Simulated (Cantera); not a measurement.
A perfectly stirred reactor is fed with CH₄ : H₂ : H = 0.023 : 1 : 0.15 (molar parts), at 10.00 Torr; it is held at 2550 K, and followed from long to short residence time.

Detailed kinetics in Cantera: GRI-Mech 3.0 (53 species, 325 reactions). GRI-Mech 3.0 stops at C3 and has no aromatics, soot or wall deposition, so with more carbon than oxygen in the feed, carbon stays in small species such as C2H2 where larger ones or solid carbon would form. Radical loss at walls, strong at low pressure, is not modelled.

Q: What does this change do: pressure from 10.00 Torr to 16.5 Torr?

A: 
```tsv
quantity	before	after
x(CH₄) at τ = 0.690 s	7.81e-6	8.47e-6
x(H₂) at τ = 0.690 s	0.796	0.816
x(H) at τ = 0.690 s	0.195	0.175
x(CH₃) at τ = 0.690 s	3.34e-5	3.18e-5
x(C₂H) at τ = 0.690 s	0.000175	0.000156
x(CH₄) at τ = 12.0 ms	0.000331	0.000243
x(H₂) at τ = 12.0 ms	0.886	0.884
x(H) at τ = 12.0 ms	0.104	0.106
x(CH₃) at τ = 12.0 ms	0.000668	0.000503
x(C₂H) at τ = 12.0 ms	8.38e-5	8.69e-5
```

Q: What does this change do: temperature 2550 to 1350 K?

A: 
```csv
quantity,before,after
x(CH₄) at τ = 0.690 s,7.81e-6,0.00997
x(H₂) at τ = 0.690 s,0.796,0.981
x(H) at τ = 0.690 s,0.195,0.00304
x(CH₃) at τ = 0.690 s,3.34e-5,0.000604
x(C₂H) at τ = 0.690 s,0.000175,1.03e-8
x(CH₄) at τ = 12.0 ms,0.000331,0.00596
x(H₂) at τ = 12.0 ms,0.886,0.957
x(H) at τ = 12.0 ms,0.104,0.0280
x(CH₃) at τ = 12.0 ms,0.000668,0.00297
x(C₂H) at τ = 12.0 ms,8.38e-5,1.10e-7
```
